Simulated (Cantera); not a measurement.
An isothermal, constant-pressure homogeneous reactor starts with CH4 : H2 : H = 0.019 : 1 : 0.17 (molar parts), at 1825 K and 12.0 Torr.

Model: GRI-Mech 3.0 (53 species, 325 reactions), integrated in Cantera. GRI-Mech 3.0 stops at C3 and has no aromatics, soot or wall deposition, so with more carbon than oxygen in the feed, carbon stays in small species such as C2H2 where larger ones or solid carbon would form. Radical loss at walls, strong at low pressure, is not modelled.

x: mole fraction; the columns are a selection and need not sum to one.

```tsv
t (s)	x CH4	x H2	x H	x CH2	x C2H	x C2H6	x C2H2
4.00e-6	0.0112	0.846	0.138	1.97e-5	2.12e-9	2.05e-7	9.75e-7
1.88e-5	0.00507	0.854	0.130	7.57e-5	3.53e-7	2.39e-6	0.000202
8.85e-5	0.00256	0.867	0.120	8.92e-5	4.12e-6	1.28e-6	0.00298
0.000417	0.000416	0.882	0.109	5.16e-5	8.43e-6	3.12e-8	0.00697
0.00196	[?]	0.885	0.107	[?]	9.24e-6	2.55e-10	0.00786
0.00922	7.74e-6	0.888	0.104	2.35e-6	9.05e-6	1.13e-11	0.00798
0.0434	2.37e-6	0.902	0.0903	5.33e-7	7.84e-6	1.14e-12	0.00806
0.204	2.31e-6	0.939	0.0526	1.64e-7	4.48e-6	1.17e-12	0.00823
0.960	[?]	0.979	[?]	[?]	[?]	7.68e-12	0.00840
4.52	2.54e-5	0.988	0.00369	8.18e-9	3.06e-7	1.83e-11	0.00843
21.3	5.47e-5	0.988	0.00349	1.57e-8	2.88e-7	3.44e-11	0.00841
100	6.92e-5	0.988	0.00349	1.99e-8	2.88e-7	4.67e-11	0.00841
```

What belongs in the gaps?


- 0.00196, x CH4: 3.66e-5
- 0.00196, x CH2: 1.19e-5
- 0.960, x CH4: 9.94e-6
- 0.960, x H: 0.0128
- 0.960, x CH2: 3.93e-8
- 0.960, x C2H: 1.07e-6
